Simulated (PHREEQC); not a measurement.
Consider water at 58 °C and 10 atm with 19 mmol/kgw TMAH, 11 mmol/kgw CO2 and 10 mmol/kgw K3PO4. Closed to the air; pH follows from the charge balance.

Computed with PHREEQC (ion-association model, phreeqc.dat).

```csv
quantity,before,after
pH,10.77,11.62
ionic strength (mol/kgw),0.0714,0.0767
CO3-2 (mol/kgw),0.00983,0.0107
HCO3- (mol/kgw),0.00117,0.000316
CO2 (mol/kgw),2.97e-8,1.44e-9
```

Name the change that produced these shifts.
A) TMAH from 0.019 to 0.0171 mol/kgw
B) temperature from 58 to 20 °C
C) temperature from 58 to 55 °C
D) diluted 5-fold with water
E) K3PO4 left out

B, temperature from 58 to 20 °C

Precipitation was switched off in this run. (CH3)4N+ isn't in the database: it is added as a free cation with an ion size of 4 Å. Constants without temperature data keep their 25 °C values here.
